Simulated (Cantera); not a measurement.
## Hydrocarbon pyrolysis for carbon deposition

An isothermal, constant-pressure homogeneous reactor starts with 43.5 % C2H6, 56.5 % N2, at 1000 K and 0.113 Torr.

Model: GRI-Mech 3.0 (53 species, 325 reactions), integrated in Cantera. GRI-Mech 3.0 stops at C3 and has no aromatics, soot or wall deposition, so with more carbon than oxygen in the feed, carbon stays in small species such as C2H2 where larger ones or solid carbon would form. Radical loss at walls, strong at low pressure, is not modelled.

```csv
t (s),x C2H6,x CH4,x HCN,x C2H4,x C2H,x C2H2,x CH3
0.000200,0.435,<1e-12,<1e-12,<1e-12,<1e-12,<1e-12,2.22e-9
0.000539,0.435,6.76e-12,<1e-12,<1e-12,<1e-12,<1e-12,5.99e-9
0.00146,0.435,4.89e-11,<1e-12,<1e-12,<1e-12,<1e-12,1.61e-8
0.00392,0.435,3.55e-10,<1e-12,3.27e-12,<1e-12,<1e-12,4.33e-8
0.0106,0.435,2.56e-9,<1e-12,6.35e-11,<1e-12,<1e-12,1.15e-7
0.0286,0.435,1.82e-8,<1e-12,1.23e-9,<1e-12,<1e-12,2.99e-7
0.0770,0.435,1.24e-7,<1e-12,2.28e-8,<1e-12,<1e-12,7.33e-7
0.208,0.435,7.63e-7,<1e-12,3.94e-7,<1e-12,<1e-12,1.55e-6
0.560,0.435,3.82e-6,<1e-12,5.77e-6,<1e-12,4.89e-12,2.42e-6
1.51,0.435,1.45e-5,<1e-12,6.42e-5,<1e-12,4.99e-10,2.89e-6
4.08,0.434,5.49e-5,<1e-12,0.000548,<1e-12,3.47e-8,5.01e-6
11.0,0.429,0.000356,<1e-12,0.00387,<1e-12,1.89e-6,1.66e-5
29.7,0.404,0.00264,<1e-12,0.0202,<1e-12,5.26e-5,3.60e-5
80.0,0.334,0.0105,<1e-12,0.0657,<1e-12,0.000452,3.50e-5
```
x: mole fraction; the columns are a selection and need not sum to one.

Equilibrium at this temperature and pressure: C2H6 9.76e-7, CH4 0.0478, HCN 0.0592, C2H4 0.00588, C2H <1e-12, C2H2 0.186, CH3 2.40e-7 (gas phase only).
